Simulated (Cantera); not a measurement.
Input (Python, Cantera) and output of one run.

```python
import numpy as np
import cantera as ct

gas_names = """
    H H2 N NH NH2 NH3 N2 N2H2 N2H4 Si SiH SiH2 SiH3 SiH4 SiN Si2 Si2N Si3
""".split()
cond_names = """
    Si(cr) Si(L) Si3N4(a)
""".split()


# ... load() reads the species with a 1 bar reference pressure and builds the phases ...
atoms = {
    'SiH4': {'Si': 1, 'H': 4},
    'NH3': {'N': 1, 'H': 3},
}
top_T = {'Si3N4(a)': 2400}  # K; cautious upper limits of use, not melting points


# ... equilibrate(T, P, feed) seeds the gas with the atoms and calls Mixture.equilibrate('TP', solver="vcs", rtol=1e-11, max_steps=5000) ...
results = []
feed = {'SiH4': 1, 'NH3': 30}  # mol
P = 1100  # Pa
for T in [748, 898, 1048, 1198, 1348, 1498, 1648, 1798]:
    mix = equilibrate(T, P, feed)
    results.append((T, P, feed, dict(zip(mix.species_names, mix.species_moles))))

top = {s: max(r[3][s] / sum(r[3][g] for g in gas_names) for r in results) for s in gas_names}
cols = sorted((s for s in top if top[s] > 0.001), key=lambda s: -top[s])[:8]
seen = [c for c in cond_names if any(r[3].get(c, 0) > 1e-12 for r in results)]
print("log10 of partial pressures in bar; condensed amounts in mol")
print(f"{'T/K':>10s}" + "".join(f"{s[:9]:>10s}" for s in cols + seen))
for T, P, feed, n in results:
    ng = sum(n[g] for g in gas_names)
    print(f"{T:10.4g}" + "".join(f"{np.log10(max(n[s] / ng * P / 1e5, 1e-99)):10.3f}" for s in cols)
          + "".join(f"{n.get(c, 0):10.4g}" for c in seen))
```

It prints:

```
log10 of partial pressures in bar; condensed amounts in mol
       T/K        H2        N2         H     Si(L)  Si3N4(a)
       748    -2.074    -2.590   -13.578         0    0.3333
       898    -2.074    -2.590   -10.998         0    0.3333
      1048    -2.074    -2.590    -9.149         0    0.3333
      1198    -2.074    -2.590    -7.758         0    0.3333
      1348    -2.074    -2.590    -6.673         0    0.3333
      1498    -2.074    -2.590    -5.802         0    0.3333
      1648    -2.075    -2.590    -5.088         0     0.333
      1798    -2.081    -2.576    -4.494    0.9774         0
```

Equilibrium computed with Cantera from the NASA thermochemical tables; the gas is ideal and each condensed phase is pure. Gases not in the tables: Si2H6 and higher silanes.
